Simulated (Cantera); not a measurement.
A perfectly stirred reactor is fed with H₂ : O₂ = 0.09 : 1.4 (molar parts), at 10.00 Torr; it is held at 1325 K, and followed from long to short residence time.

Model: the H2/O2 subset of GRI-Mech 3.0, which has no nitrogen chemistry, integrated in Cantera. Radical loss at walls, strong at low pressure, is not modelled. The temperature is held fixed by assumption; the heat of reaction is taken as removed at once.

x: mole fraction; the columns are a selection and need not sum to one.

```json
[
 {"τ (s)": "1.7", "x H₂": "0.000144", "x O₂": "0.933", "x H": "0.000217", "x H₂O": "0.0610", "x OH": "0.00179"},
 {"τ (s)": "0.51", "x H₂": "(withheld)", "x O₂": "0.929", "x H": "(withheld)", "x H₂O": "0.0601", "x OH": "(withheld)"},
 {"τ (s)": "0.15", "x H₂": "0.000588", "x O₂": "0.921", "x H": "0.00186", "x H₂O": "0.0583", "x OH": "0.00364"},
 {"τ (s)": "0.046", "x H₂": "0.00105", "x O₂": "0.911", "x H": "0.00411", "x H₂O": "0.0558", "x OH": "0.00472"},
 {"τ (s)": "0.014", "x H₂": "(withheld)", "x O₂": "0.901", "x H": "(withheld)", "x H₂O": "0.0528", "x OH": "(withheld)"},
 {"τ (s)": "0.0042", "x H₂": "0.00347", "x O₂": "0.897", "x H": "0.00900", "x H₂O": "0.0492", "x OH": "0.00669"},
 {"τ (s)": "0.0013", "x H₂": "0.00785", "x O₂": "0.899", "x H": "0.0102", "x H₂O": "0.0435", "x OH": "0.00797"},
 {"τ (s)": "0.00039", "x H₂": "0.0199", "x O₂": "0.909", "x H": "0.00919", "x H₂O": "0.0316", "x OH": "0.00865"}
]
```

Problem. Fill in the missing entries.

Solution. 
- 0.51, x H₂: 0.000297
- 0.51, x H: 0.000666
- 0.51, x OH: 0.00259
- 0.014, x H₂: 0.00180
- 0.014, x H: 0.00684
- 0.014, x OH: 0.00568
